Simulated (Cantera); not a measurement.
Feed: 1 mol HI, 2.7 mol O2, 0.13 mol H2, equilibrated at 9.20 bar.

These are equilibrium values from Cantera (NASA tables, ideal gas, pure condensed phases), not measurements of a reactor. Candidate condensed phases: H2O, I2; 12 gas species. Kinetics and transport are ignored.

Question: At 2273 K, list the 5 most abundant gas species with their mole fractions, and the condensed phases.

Answer: O2 0.595, I 0.238, H2O 0.153, OH 0.00610, I2 0.00485. Condensed: gas only.
